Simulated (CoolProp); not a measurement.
Saturated liquid density (kg/m³) of R143a: the reference equation beside estimates from Tc = 345.9 K, pc = 3762 kPa, ω = 0.261. Rackett uses Z = 0.29056 − 0.08775 ω.

The numbers come from the reference Helmholtz-energy equation of state, Lemmon and Jacobsen 2000 in CoolProp.

```
T (K)  reference  Rackett  van der Waals  Redlich-Kwong  Soave-Redlich-Kwong  Peng-Robinson
-----  ---------  -------  -------------  -------------  -------------------  -------------
250.6       1096     1023          613.8          885.3                924.4           1047
261         1064    992.8          595.9          853.4                893.5           1013
271.4       1030    961.2          576.9          819.1                859.7          975.5
281.8      994.0    927.4          556.3          782.1                822.5          933.6
292.2      954.6    890.9          533.9          741.6                781.2          886.6
302.6      910.9    850.6          509.0          697.0                734.7          833.3
313        861.0    805.1          480.9          646.7                681.3          771.4
323.4      801.4    751.2          447.8          588.1                617.9          697.3
```

Absolute difference from the reference over all 8 rows, mean and median: Rackett 6.6 and 6.7 %, van der Waals 44.1 and 44.1 %, Redlich-Kwong 22.3 and 21.8 %, Soave-Redlich-Kwong 18.3 and 17.7 %, Peng-Robinson 7.5 and 6.6 %.
